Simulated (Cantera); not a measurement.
A freely propagating, adiabatic, planar premixed flame of CH4 : O2 : N2 : CO2 = 1 : 1.82 : 6.84 : 1.2 (molar parts), equivalence ratio 1.1, unburnt at 675 K and 0.977 atm; mixture-averaged transport, grid criteria slope 0.08 and curve 0.16, no radiation.

Computed with Cantera and GRI-Mech 3.0 (53 species, 325 reactions). Burning velocities carry a grid error of a few per cent, more on coarse grids.

**Question.** How do the results move with these cheaper or finer settings: unity-Lewis-number transport; multicomponent transport; multicomponent+Soret transport; grid criteria slope 0.5, curve 1; grid criteria slope 0.25, curve 0.5; grid criteria slope 0.03, curve 0.06?

**Answer.** 
```tsv
setting	laminar burning velocity	thermal thickness	peak x(O)	peak x(C2H2)	grid points
as above	85.9 cm/s	0.478 mm	0.00244	0.000211	138
unity-Lewis-number transport	61.3 cm/s	0.559 mm	0.00275	0.000156	143
multicomponent transport	86.0 cm/s	0.484 mm	0.00244	0.000215	139
multicomponent+Soret transport	85.0 cm/s	0.485 mm	0.00247	0.000203	139
grid criteria slope 0.5, curve 1	96.5 cm/s	0.517 mm	0.00259	0.000212	45
grid criteria slope 0.25, curve 0.5	89.8 cm/s	0.496 mm	0.00249	0.000210	68
grid criteria slope 0.03, curve 0.06	84.5 cm/s	0.475 mm	0.00241	0.000212	337
```
The base run took very roughly 24 core-seconds.
Unity Lewis numbers drop preferential diffusion, which matters most where H2 and H carry the flame; Soret adds thermal diffusion.
